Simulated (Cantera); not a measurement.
A closed system holds: 1 mol Pb, 0.2 mol CO, 13 mol N2, held at 1.00 bar.

Cantera equilibrium calculation (NASA polynomials, part measured and part estimated; ideal gas, pure solids and liquids). Candidate condensed phases: C, Pb, PbO, PbO2, Pb3O4; 27 gas species. Kinetics and transport are ignored.

Task: At 1075 K, list the 4 most abundant gas species with their mole fractions, and the condensed phases.

Result: N2 0.985, CO 0.0151, Pb 7.59e-5, CO2 3.09e-5. Condensed: C(graphite) + Pb(l).
